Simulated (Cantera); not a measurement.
Gas mixture: 69.6 % C₃H₈, 30.4 % CO₂, at 0.740 bar, frozen composition.

Cantera's kinetic-theory transport with the Lennard-Jones parameters of GRI-Mech 3.0, ideal gas; thermal conductivity in the multicomponent form. The composition is frozen, though it would react at the higher temperatures.

One state of this run: ρ (kg/m³) = 0.560; cp (J/kg/K) = 2597; μ (µPa s) = 20.7; λ (mW/m/K) = 67.6; Pr = 0.797; D (cm²/s) C₂H₂ = 0.643; D (cm²/s) CH₄ = 0.866; D (cm²/s) CH₃ = 0.874. D: mixture-averaged diffusion coefficient of that species in the mixture.

Which value of T (K) does it belong to?
A) 1150
B) 700
C) 400
D) 1300

B, 700
